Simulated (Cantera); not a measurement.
An adiabatic, constant-volume homogeneous reactor starts with CH₄ : C₂H₆ : C₃H₈ : O₂ : N₂ = 1 : 0.23 : 0.13 : 10.8 : 40.6 (molar parts), equivalence ratio 0.32, at 1448 K and 1.88 atm. Integrator tolerance rtol = 1e-08.

Cantera simulation using GRI-Mech 3.0 (53 species, 325 reactions); the numbers are that mechanism's predictions, not measurements.

Problem. What does this change do: initial temperature 1448 to 1623 K?

Solution. 
```
quantity                                                          before                                  after
---------------------------------  -------------------------------------  -------------------------------------
time of steepest temperature rise                                92.8 µs                                26.6 µs
temperature at 0.400 s                                            2281 K                                 2409 K
equilibrium temperature                                           2281 K                                 2409 K
x(CH₄) at 0.400 s                  <1e-12 (gas-phase equilibrium <1e-12)  <1e-12 (gas-phase equilibrium <1e-12)
x(C₂H₆) at 0.400 s                 <1e-12 (gas-phase equilibrium <1e-12)  <1e-12 (gas-phase equilibrium <1e-12)
x(C₃H₈) at 0.400 s                 <1e-12 (gas-phase equilibrium <1e-12)  <1e-12 (gas-phase equilibrium <1e-12)
x(C₂H₂) at 0.400 s                 <1e-12 (gas-phase equilibrium <1e-12)  <1e-12 (gas-phase equilibrium <1e-12)
x(C₂H) at 0.400 s                  <1e-12 (gas-phase equilibrium <1e-12)  <1e-12 (gas-phase equilibrium <1e-12)
x(C₂H₄) at 0.400 s                 <1e-12 (gas-phase equilibrium <1e-12)  <1e-12 (gas-phase equilibrium <1e-12)
```

Problem. What does this change do: pressure from 1.88 atm to 2.47 atm?

Solution. 
```json
[
 {"quantity": "time of steepest temperature rise", "before": "92.8 µs", "after": "78.9 µs"},
 {"quantity": "temperature at 0.400 s", "before": "2281 K", "after": "2283 K"},
 {"quantity": "equilibrium temperature", "before": "2281 K", "after": "2283 K"},
 {"quantity": "x(CH₄) at 0.400 s", "before": "<1e-12 (gas-phase equilibrium <1e-12)", "after": "<1e-12 (gas-phase equilibrium <1e-12)"},
 {"quantity": "x(C₂H₆) at 0.400 s", "before": "<1e-12 (gas-phase equilibrium <1e-12)", "after": "<1e-12 (gas-phase equilibrium <1e-12)"},
 {"quantity": "x(C₃H₈) at 0.400 s", "before": "<1e-12 (gas-phase equilibrium <1e-12)", "after": "<1e-12 (gas-phase equilibrium <1e-12)"},
 {"quantity": "x(C₂H₂) at 0.400 s", "before": "<1e-12 (gas-phase equilibrium <1e-12)", "after": "<1e-12 (gas-phase equilibrium <1e-12)"},
 {"quantity": "x(C₂H) at 0.400 s", "before": "<1e-12 (gas-phase equilibrium <1e-12)", "after": "<1e-12 (gas-phase equilibrium <1e-12)"},
 {"quantity": "x(C₂H₄) at 0.400 s", "before": "<1e-12 (gas-phase equilibrium <1e-12)", "after": "<1e-12 (gas-phase equilibrium <1e-12)"}
]
```
